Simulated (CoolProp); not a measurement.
R21 at 298.15 K and 0.0502 MPa is compressed adiabatically to 0.21 MPa with isentropic efficiency 0.9. Each further row changes one setting.

Computed with CoolProp (reference Helmholtz-energy equation of state, Platzer 1990). This equation is an older, rougher fit.

| case | work (kJ/kg) | final temperature (K) | final density (kg/m³) |
|---|---|---|---|
| as stated | 41.3 | 367.1 | 7.29 |
| efficiency 1 | 37.2 | 361.0 | 7.43 |
| efficiency 0.65 | 57.2 | 390.3 | 6.82 |
